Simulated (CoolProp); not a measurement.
A simple Rankine cycle with water: condensing at 330.15 K, boiler at 0.22 MPa, turbine inlet 411.5 K, turbine efficiency 0.6, pump efficiency 0.7, no recuperator. Each further row changes one setting.

Values from CoolProp's reference Helmholtz-energy equation of state, Wagner 2002.

```
case                             thermal efficiency (%)  net work (kJ/kg)  heat in (kJ/kg)  turbine exit temperature (K)  volume ratio over the turbine
-------------------------------  ----------------------  ----------------  ---------------  ----------------------------  -----------------------------
as stated                                           9.5               238             2500                         330.1                           9.92
turbine inlet 431.5 K                               9.6               244             2550                         330.1                           9.57
condensing temperature 322.15 K                    10.6               269             2540                         322.2                           14.2
boiler pressure 0.154 MPa                           8.2               207             2510                         330.1                           7.01
turbine efficiency 0.5                              7.9               198             2500                         330.1                           10.1
```

The expansion ends wet for: as stated; turbine inlet 431.5 K; condensing temperature 322.15 K; boiler pressure 0.154 MPa; turbine efficiency 0.5.
